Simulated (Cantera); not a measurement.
**Ammonia decomposition in nitride growth gas**

An isothermal, constant-pressure homogeneous reactor starts with 60.6 % NH3, 39.4 % N2, at 2100 K and 13300 Pa.

Model: the gas-phase N/H chemistry of the illustrative SiF4/NH3 mechanism in the Surface Chemkin manual (1991), integrated in Cantera. Walls and surfaces, which speed up NH3 decomposition in real reactors, are not modelled.

```tsv
t (s)	x NH3	x N	x N2H4	x NH	x H2	x N2H2
2.00e-6	0.606	<1e-12	1.46e-12	1.91e-10	3.76e-6	1.50e-11
5.64e-6	0.606	<1e-12	1.72e-11	2.06e-9	1.25e-5	3.28e-10
1.59e-5	0.606	8.66e-12	1.56e-10	2.22e-8	3.73e-5	4.85e-9
4.48e-5	0.606	2.59e-10	1.29e-9	2.58e-7	0.000108	5.38e-8
0.000126	0.605	4.67e-9	1.00e-8	2.35e-6	0.000320	5.57e-7
0.000356	0.604	2.65e-8	5.75e-8	9.81e-6	0.00124	3.92e-6
0.00100	0.598	1.01e-7	1.04e-7	1.62e-5	0.00594	7.70e-6
0.00283	0.583	2.88e-7	9.24e-8	1.90e-5	0.0205	7.51e-6
0.00797	0.542	7.15e-7	7.16e-8	2.28e-5	0.0589	6.67e-6
0.0225	0.445	1.30e-6	4.72e-8	2.54e-5	0.149	5.01e-6
0.0634	0.270	1.76e-6	2.22e-8	2.40e-5	0.313	2.61e-6
0.179	0.0832	1.99e-6	4.41e-9	1.70e-5	0.487	6.51e-7
0.503	0.00369	2.31e-6	7.23e-11	6.55e-6	0.561	2.41e-8
1.42	1.99e-5	2.01e-7	<1e-12	2.26e-7	0.561	8.85e-12
4.00	4.18e-6	4.24e-8	<1e-12	4.75e-8	0.561	<1e-12
```
x: mole fraction; the columns are a selection and need not sum to one.

Equilibrium at this temperature and pressure: NH3 6.31e-7, N 6.40e-9, N2H4 <1e-12, NH 7.17e-9, H2 0.561, N2H2 <1e-12 (gas phase only).
